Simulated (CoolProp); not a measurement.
Vapour-liquid equilibrium of methanol (1) + n-undecane (2) at 451.8 K; x and y are mole fractions of (1).

The numbers come from the multi-fluid Helmholtz-energy mixture model, de Reuck 1993 and Aleksandrov 2011; pair parameters Bell 2016 in CoolProp.

```
x     bubble pressure, mixture model (bar)  bubble pressure, Raoult's law (bar)  y, mixture model  y, Raoult's law
----  ------------------------------------  -----------------------------------  ----------------  ---------------
0.05                                 1.007                                1.941             0.375            0.680
0.2                                      …                                5.804                 …            0.910
0.35                                 11.41                                9.667             0.956            0.956
0.5                                  16.78                                13.53             0.970            0.976
0.65                                     …                                17.39                 …            0.987
0.8                                  21.37                                21.26                 …            0.994
0.95                                 24.81                                25.12                 …            0.999
```

Question: Some entries are withheld; supply them.

Answer: 
- 0.2, bubble pressure, mixture model (bar): 4.716
- 0.2, y, mixture model: 0.888
- 0.65, bubble pressure, mixture model (bar): 19.40
- 0.65, y, mixture model: 0.974
- 0.8, y, mixture model: 0.979
- 0.95, y, mixture model: 0.992

The largest gap from Raoult's law is -48.1 % in bubble pressure, at x = 0.05. No azeotrope shows between x = 0.05 and 0.95.

Pair parameters are fitted to limited data, so mixtures are less certain than the pure fluids. The gap from Raoult's law changes sign with composition, which may be real or a fault of the pair parameters; it wasn't checked against measurements.
